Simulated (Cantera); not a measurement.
A closed system holds: 1 mol SiCl4, 0.67 mol O3, equilibrated at 1702 °C and 10.0 Torr.

These are equilibrium values from Cantera (NASA tables, ideal gas, pure condensed phases), not measurements of a reactor. Candidate condensed phases: Si, SiO2; 15 gas species. The tables' values for SiO2, SiCl3 are old estimates; treat these amounts as uncertain. The tables hold silica as quartz up to 1696 K and as liquid above; real silica turns to tridymite and cristobalite and melts near 1996 K. Equilibrium is a limit: real reactors are often held back by kinetics, nucleation or transport.

Base state: Cl 0.970, Cl2 0.0280, O2 0.00132, SiO 0.000206, O 0.000174, ClO 6.27e-5, SiCl4 4.11e-5, SiO2 1.24e-5 (mole fractions); condensed: SiO2(condensed).

Question: What changes in the equilibrium state with this change: temperature from 1702 °C to 1352 °C?

Answer: 
| species | before | after |
|---|---|---|
| Cl | 0.970 | 0.650 |
| Cl2 | 0.0280 | 0.348 |
| O2 | 0.00132 | 0.00185 |
| SiCl4 | 4.11e-5 | 0.000209 |
| SiO | 0.000206 | 6.39e-9 |
| SiO2 | 1.24e-5 | 6.12e-9 |
| O | 0.000174 | 7.26e-6 |
| SiO2(condensed), mol | 0.999 | 0 |
| SiO2(β-quartz), mol | 0 | 0.999 |
